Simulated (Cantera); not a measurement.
What does this Cantera script print?

```python
import numpy as np
import cantera as ct

gas_names = """
    CL CL2 H HCL H2 N NH NH2 NH3 N2 N2H2 N2H4 Si SiCL SiCL2 SiCL3 SiCL4 SiH SiHCL3 SiH2 SiH2CL2 SiH3
    SiH3CL SiH4 SiN Si2 Si2N Si3
""".split()
cond_names = """
    NH4CL(a) NH4CL(b) Si(cr) Si(L) Si3N4(a)
""".split()


# ... load() reads the species with a 1 bar reference pressure and builds the phases ...
atoms = {
    'Si': {'Si': 1},
    'HCl': {'H': 1, 'CL': 1},
    'N2': {'N': 2},
}
top_T = {'Si3N4(a)': 2400}  # K; cautious upper limits of use, not melting points


# ... equilibrate(T, P, feed) seeds the gas with the atoms and calls Mixture.equilibrate('TP', solver="vcs", rtol=1e-11, max_steps=5000) ...
results = []
T = 650  # K
P = 13332.2  # Pa
for m in [1.6, 2.2, 2.9, 3.8, 5.1, 6.7, 8.9, 12, 16, 21]:
    feed = {'Si': 1, 'HCl': m, 'N2': 36}  # mol
    mix = equilibrate(T, P, feed)
    results.append((T, P, feed, dict(zip(mix.species_names, mix.species_moles))))
    x = sorted(zip(gas.X, gas.species_names), reverse=True)
    print(f"T = {T:g} K  P = {P:g} Pa  n(HCl) = {m:g} mol  gas = {mix.phase_moles(0):.4g} mol")
    print("   x: " + "  ".join(f"{s} {v:.3e}" for v, s in x if v > 0.0001))
    print("   condensed (mol): " + ("  ".join(f"{mix.phase(i).name} {mix.phase_moles(i):.4g}"
          for i in range(1, mix.n_phases) if mix.phase_moles(i) > 1e-12) or "none"))
```

Result:

```
T = 650 K  P = 13332.2 Pa  n(HCl) = 1.6 mol  gas = 36.87 mol
   x: N2 9.616e-01  HCL 2.353e-02  H2 9.928e-03  SiCL4 4.966e-03
   condensed (mol): Si3N4(a) 0.2723
T = 650 K  P = 13332.2 Pa  n(HCl) = 2.2 mol  gas = 37.45 mol
   x: N2 9.483e-01  HCL 3.054e-02  H2 1.410e-02  SiCL4 7.053e-03
   condensed (mol): Si3N4(a) 0.2453
T = 650 K  P = 13332.2 Pa  n(HCl) = 2.9 mol  gas = 38.11 mol
   x: N2 9.334e-01  HCL 3.809e-02  H2 1.899e-02  SiCL4 9.501e-03
   condensed (mol): Si3N4(a) 0.2126
T = 650 K  P = 13332.2 Pa  n(HCl) = 3.8 mol  gas = 38.97 mol
   x: N2 9.151e-01  HCL 4.699e-02  H2 2.525e-02  SiCL4 1.263e-02
   condensed (mol): Si3N4(a) 0.1693
T = 650 K  P = 13332.2 Pa  n(HCl) = 5.1 mol  gas = 40.2 mol
   x: N2 8.902e-01  HCL 5.861e-02  H2 3.410e-02  SiCL4 1.706e-02
   condensed (mol): Si3N4(a) 0.1047
T = 650 K  P = 13332.2 Pa  n(HCl) = 6.7 mol  gas = 41.72 mol
   x: N2 8.617e-01  HCL 7.130e-02  H2 4.461e-02  SiCL4 2.232e-02
   condensed (mol): Si3N4(a) 0.02291
T = 650 K  P = 13332.2 Pa  n(HCl) = 8.9 mol  gas = 43.9 mol
   x: N2 8.201e-01  HCL 1.116e-01  H2 4.553e-02  SiCL4 2.278e-02
   condensed (mol): none
T = 650 K  P = 13332.2 Pa  n(HCl) = 12 mol  gas = 47 mol
   x: N2 7.660e-01  HCL 1.702e-01  H2 4.252e-02  SiCL4 2.128e-02
   condensed (mol): none
T = 650 K  P = 13332.2 Pa  n(HCl) = 16 mol  gas = 51 mol
   x: N2 7.059e-01  HCL 2.353e-01  H2 3.919e-02  SiCL4 1.961e-02
   condensed (mol): none
T = 650 K  P = 13332.2 Pa  n(HCl) = 21 mol  gas = 56 mol
   x: N2 6.429e-01  HCL 3.036e-01  H2 3.569e-02  SiCL4 1.786e-02
   condensed (mol): none
```

These are equilibrium values from Cantera (NASA tables, ideal gas, pure condensed phases), not measurements of a reactor. N2 is the only nitrogen source here; it is nearly inert below about 1500 K, so the nitride shown seldom forms there in practice.
